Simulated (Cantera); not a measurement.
Input: 1 mol Fe(CO)5, 7.6 mol H2, equilibrated at 0.100 bar.

Method: chemical equilibrium by Gibbs-energy minimisation in Cantera with the NASA 1993 tables (ideal gas, pure condensed phases). Candidate condensed phases: C, C6H6, C7H8, C8H18, Fe, Fe(CO)5, FeO, Fe(OH)2, Fe(OH)3, Fe2O3, Fe3O4, H2O; 114 gas species. Condensed phases not in the tables: cementite and carbon dissolved in iron. Kinetics and transport are ignored.

x: gas mole fraction; n: condensed amount in mol.

```tsv
T (°C)	x H2	x CO	x H2O	x CO2	x CH4	x H	n C(graphite)	n Fe(α)	n Fe(γ)
802	0.601	0.392	0.00298	0.00209	0.00163	3.60e-8	0.0431	1.00	0
827	0.601	0.394	[?]	[?]	[?]	[?]	[?]	1.00	0
852	0.602	0.395	0.00153	0.000912	0.00104	1.09e-7	0.0175	1.00	0
877	0.602	0.395	0.00112	0.000617	0.000848	1.83e-7	0.0111	1.00	0
902	0.602	0.396	0.000826	0.000425	0.000694	3.01e-7	0.00700	1.00	0
927	0.602	0.396	[?]	[?]	[?]	[?]	[?]	0	1.00
952	0.602	0.396	0.000469	0.000210	0.000477	7.65e-7	0.00255	0	1.00
```

Some entries are withheld; supply them.


- 827, x H2O: 0.00212
- 827, x CO2: 0.00137
- 827, x CH4: 0.00130
- 827, x H: 6.34e-8
- 827, n C(graphite): 0.0275
- 927, x H2O: 0.000619
- 927, x CO2: 0.000297
- 927, x CH4: 0.000573
- 927, x H: 4.84e-7
- 927, n C(graphite): 0.00431
